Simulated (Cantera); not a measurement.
**Diamond growth**

A diamond (100) surface in a fixed gas of H2 with x(CH4) = 0.015, x(H) = 0.00044, at 900 K, 54.8 Torr; coverages are run to steady state.

Computed with Cantera and the Harris–Goodwin 1993 mechanism for the reconstructed diamond (100) surface.

```json
[
 {"x(CH3)": "1e-06", "growth (µm/h)": "0.0219", "θ c6HH": "0.693", "θ c6H*": "0.0104", "θ c6*H": "0.291", "θ c6**": "0.00409", "θ c6HM": "0.00184"},
 {"x(CH3)": "2.7e-06", "growth (µm/h)": "0.0590", "θ c6HH": "0.690", "θ c6H*": "0.0103", "θ c6*H": "0.290", "θ c6**": "0.00407", "θ c6HM": "0.00495"},
 {"x(CH3)": "7e-06", "growth (µm/h)": "0.151", "θ c6HH": "0.683", "θ c6H*": "0.0102", "θ c6*H": "0.287", "θ c6**": "0.00402", "θ c6HM": "0.0127"},
 {"x(CH3)": "1.9e-05", "growth (µm/h)": "0.399", "θ c6HH": "0.665", "θ c6H*": "0.00997", "θ c6*H": "0.279", "θ c6**": "0.00389", "θ c6HM": "0.0335"},
 {"x(CH3)": "4.9e-05", "growth (µm/h)": "0.961", "θ c6HH": "0.625", "θ c6H*": "0.00935", "θ c6*H": "0.262", "θ c6**": "0.00359", "θ c6HM": "0.0806"},
 {"x(CH3)": "0.00013", "growth (µm/h)": "2.16", "θ c6HH": "0.538", "θ c6H*": "0.00803", "θ c6*H": "0.225", "θ c6**": "0.00296", "θ c6HM": "0.182"},
 {"x(CH3)": "0.00035", "growth (µm/h)": "4.14", "θ c6HH": "0.396", "θ c6H*": "0.00586", "θ c6*H": "0.164", "θ c6**": "0.00195", "θ c6HM": "0.347"},
 {"x(CH3)": "0.00092", "growth (µm/h)": "6.24", "θ c6HH": "0.245", "θ c6H*": "0.00354", "θ c6*H": "0.0990", "θ c6**": "0.000936", "θ c6HM": "0.524"},
 {"x(CH3)": "0.0024", "growth (µm/h)": "7.78", "θ c6HH": "0.133", "θ c6H*": "0.00182", "θ c6*H": "0.0510", "θ c6**": "0.000316", "θ c6HM": "0.655"}
]
```
θ: site fractions in the mechanism's names (c6HH fully hydrogenated, c6H* and c6*H radical sites, c6** diradical, c6HM methylated).
